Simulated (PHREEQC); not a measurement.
Consider water at 25 °C with 7 mmol/kgw HCl, 2.2 mmol/kgw CuSO4 and 3.4 mmol/kgw NiSO4. Closed to the air; pH follows from the charge balance.

Computed with PHREEQC (ion-association model, wateq4f.dat).

| Property | Result |
|---|---|
| pH | 2.29 |
| ionic strength | 0.0231 mol/kgw |
| total alkalinity | -7.00 meq/kg |

| species | molality | activity | log γ |
|---|---|---|---|
| Cl- | 0.00695 | 0.00598 | -0.066 |
| H+ | 0.00586 | 0.00518 | -0.053 |
| SO4-2 | 0.00347 | 0.00196 | -0.249 |
| Ni+2 | 0.00279 | 0.00155 | -0.255 |
| Cu+2 | 0.00177 | 0.00103 | -0.238 |
| HSO4- | 0.00114 | 0.000985 | -0.063 |
| NiSO4 | 0.000587 | 0.000590 | 0.002 |
| CuSO4 | 0.000407 | 0.000409 | 0.002 |
| NiCl+ | 2.69e-5 | 2.33e-5 | -0.064 |
| CuCl+ | 1.91e-5 | 1.65e-5 | -0.065 |
| NiCl2 | 5.02e-7 | 5.05e-7 | 0.002 |
| Ni(SO4)2-2 | 1.11e-7 | 6.20e-8 | -0.255 |

No solid was allowed to form.
